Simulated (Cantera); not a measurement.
## c-C₄F₈ + CH₄ (fluorocarbon and chlorocarbon gases)

Input: 1 mol c-C₄F₈, 0.032 mol CH₄, equilibrated at 3.30 Pa.

Cantera equilibrium calculation (NASA polynomials, part measured and part estimated; ideal gas, pure solids and liquids). Candidate condensed phases: C, C₆H₆, C₇H₈, C₈H₁₈; 95 gas species. The feed counts by its element totals alone. Gases not in the tables: C₂F₆ and larger saturated fluorocarbons. Kinetics and transport are ignored.

From 1648 K to 2548 K the condensed part is C(graphite). From 2698 K to 3148 K nothing is condensed. The main C-bearing gas is CF₄ at 1648 K and C at 3148 K.

```tsv
T (K)	x F	x CF₄	x C	x CF₂	x C₃	x HF	x CF	x C₂	x H	n C(graphite)
1648	0.0425	0.847	9.19e-11	0.0510	2.15e-11	0.0575	2.34e-5	1.75e-12	2.36e-8	2.03
1798	0.255	0.487	7.26e-9	0.210	3.27e-9	0.0429	0.000387	2.69e-10	1.04e-7	1.94
1948	0.691	0.0384	2.92e-7	0.244	2.25e-7	0.0218	0.00246	1.89e-8	4.05e-7	2.35
2098	0.892	0.000396	6.90e-6	0.0836	8.36e-6	0.0174	0.00656	7.18e-7	3.36e-6	3.36
2248	0.947	3.92e-6	0.000107	0.0237	0.000189	0.0163	0.0130	1.67e-5	2.85e-5	3.74
2398	0.950	5.70e-8	0.00117	0.00712	0.00287	0.0158	0.0223	0.000260	0.000199	3.71
2548	0.904	1.10e-9	0.00963	0.00221	0.0313	0.0142	0.0341	0.00291	0.00108	2.81
2698	0.789	1.68e-11	0.0462	0.000475	0.104	0.00944	0.0333	0.0135	0.00388	0
2848	0.757	<1e-12	0.116	8.73e-5	0.0718	0.00459	0.0218	0.0204	0.00794	0
2998	0.705	<1e-12	0.221	1.47e-5	0.0294	0.00153	0.0119	0.0203	0.00997	0
3148	0.671	<1e-12	0.297	2.26e-6	0.00546	0.000482	0.00524	0.0113	0.0103	0
```
x: gas mole fraction; n: condensed amount in mol.
